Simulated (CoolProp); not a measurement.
Vapour-liquid equilibrium of propylene (1) + R134a (2) at 23.15 °C; x and y are mole fractions of (1).

The numbers come from the multi-fluid Helmholtz-energy mixture model, Lemmon 2013 and Tillner-Roth 1994; pair parameters Bell 2016 in CoolProp.

Problem. Give the bubble pressure and the first vapour's composition at x = 0.2, 0.35, 0.8. Is there an azeotrope?

Solution. x = 0.2: 0.9007 MPa, y = 0.388; x = 0.35: 1.024 MPa, y = 0.523; x = 0.8: 1.162 MPa, y = 0.796. y crosses x between x = 0.725 and 0.8: the model has an azeotrope there.

The pair parameters rest on a limited set of measurements; away from them the model extrapolates.
